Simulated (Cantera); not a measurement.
An isothermal, constant-pressure homogeneous reactor starts with C2H6 : N2 = 1 : 120 (molar parts), at 1750 K and 0.987 atm. Integrator tolerance rtol = 1e-08.

Cantera simulation using GRI-Mech 3.0 (53 species, 325 reactions); the numbers are that mechanism's predictions, not measurements. GRI-Mech 3.0 stops at C3 and has no aromatics, soot or wall deposition, so with more carbon than oxygen in the feed, carbon stays in small species such as C2H2 where larger ones or solid carbon would form.

Task: What does this change do: 7.1 parts H2O added?

Result: 
```tsv
quantity	before	after
x(C2H6) at 1.00 s	1.37e-9 (gas-phase equilibrium 9.62e-12)	2.11e-8 (gas-phase equilibrium <1e-12)
x(CH4) at 1.00 s	5.82e-5 (gas-phase equilibrium 4.46e-6)	0.000364 (gas-phase equilibrium 7.64e-12)
x(H2) at 1.00 s	0.0161 (gas-phase equilibrium 0.0162)	0.0384 (gas-phase equilibrium 0.0408)
x(CH2) at 1.00 s	4.27e-9 (gas-phase equilibrium 3.29e-10)	1.22e-8 (gas-phase equilibrium <1e-12)
x(C2H4) at 1.00 s	4.35e-6 (gas-phase equilibrium 3.49e-7)	7.56e-7 (gas-phase equilibrium <1e-12)
x(HCN) at 1.00 s	2.24e-5 (gas-phase equilibrium 0.0150)	1.14e-5 (gas-phase equilibrium 6.24e-9)
x(CH3) at 1.00 s	2.16e-6 (gas-phase equilibrium 1.66e-7)	8.87e-6 (gas-phase equilibrium <1e-12)
```

Task: What does this change do: pressure from 0.987 atm to 0.207 atm?

Result: 
```json
[
 {"quantity": "x(C2H6) at 1.00 s", "before": "1.37e-9 (gas-phase equilibrium 9.62e-12)", "after": "1.33e-9 (gas-phase equilibrium <1e-12)"},
 {"quantity": "x(CH4) at 1.00 s", "before": "5.82e-5 (gas-phase equilibrium 4.46e-6)", "after": "5.90e-5 (gas-phase equilibrium 9.35e-7)"},
 {"quantity": "x(H2) at 1.00 s", "before": "0.0161 (gas-phase equilibrium 0.0162)", "after": "0.0161 (gas-phase equilibrium 0.0162)"},
 {"quantity": "x(CH2) at 1.00 s", "before": "4.27e-9 (gas-phase equilibrium 3.29e-10)", "after": "2.00e-8 (gas-phase equilibrium 3.29e-10)"},
 {"quantity": "x(C2H4) at 1.00 s", "before": "4.35e-6 (gas-phase equilibrium 3.49e-7)", "after": "9.50e-7 (gas-phase equilibrium 7.33e-8)"},
 {"quantity": "x(HCN) at 1.00 s", "before": "2.24e-5 (gas-phase equilibrium 0.0150)", "after": "5.14e-5 (gas-phase equilibrium 0.0150)"},
 {"quantity": "x(CH3) at 1.00 s", "before": "2.16e-6 (gas-phase equilibrium 1.66e-7)", "after": "4.72e-6 (gas-phase equilibrium 7.59e-8)"}
]
```
